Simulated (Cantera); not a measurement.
Mixture: 7.75 % CH4, 19.4 % O2, 72.9 % N2, equivalence ratio 0.80, at 24.7 atm, adiabatic and at constant volume. Ignition delay is the time to a rise of 400 K.

Detailed kinetics in Cantera: GRI-Mech 3.0 (53 species, 325 reactions). The pressure lies above the range GRI-Mech 3.0 was tuned for (to about 10 atm).

Task: Predict: delay at 1175 K; delay at 1375 K; delay at 1575 K; delay at 1775 K; delay at 1975 K; apparent activation energy between 1775 and 1975 K.

Result: 
```json
{
 "delay at 1175 K": "2.06 ms",
 "delay at 1375 K": "0.223 ms",
 "delay at 1575 K": "36.9 µs",
 "delay at 1775 K": "8.15 µs",
 "delay at 1975 K": "2.37 µs",
 "apparent activation energy between 1775 and 1975 K": "180 kJ/mol"
}
```
